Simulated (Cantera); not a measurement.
**NO annealing gas**

An isothermal, constant-pressure homogeneous reactor starts with NO : N₂ = 2.3 : 0.17 (molar parts), at 1675 K and 0.0263 atm.

Cantera simulation using GRI-Mech 3.0 (53 species, 325 reactions); the numbers are that mechanism's predictions, not measurements. Radical loss at walls, strong at low pressure, is not modelled.

```csv
t (s),x NO,x O,x N₂,x N₂O,x O₂
4.00e-5,0.931,6.41e-8,0.0688,6.42e-8,7.46e-12
0.000105,0.931,1.68e-7,0.0688,1.69e-7,5.12e-11
0.000276,0.931,4.37e-7,0.0688,4.43e-7,3.53e-10
0.000726,0.931,1.13e-6,0.0688,1.16e-6,2.41e-9
0.00191,0.931,2.80e-6,0.0688,3.05e-6,1.63e-8
0.00502,0.931,6.41e-6,0.0688,7.95e-6,1.13e-7
0.0132,0.931,1.24e-5,0.0688,2.05e-5,9.23e-7
0.0346,0.931,1.81e-5,0.0688,5.09e-5,8.58e-6
0.0910,0.931,2.17e-5,0.0689,0.000116,5.81e-5
0.239,0.930,2.52e-5,0.0690,0.000217,0.000256
0.629,0.929,2.79e-5,0.0696,0.000287,0.000885
1.65,0.926,2.98e-5,0.0714,0.000293,0.00263
4.34,0.916,3.36e-5,0.0760,0.000284,0.00721
11.4,0.893,4.14e-5,0.0878,0.000263,0.0190
30.0,0.834,5.56e-5,0.117,0.000221,0.0483
```
x: mole fraction; the columns are a selection and need not sum to one.

Equilibrium at this temperature and pressure: NO 0.00323, O 0.000143, N₂ 0.533, N₂O 2.55e-8, O₂ 0.464 (gas phase only).
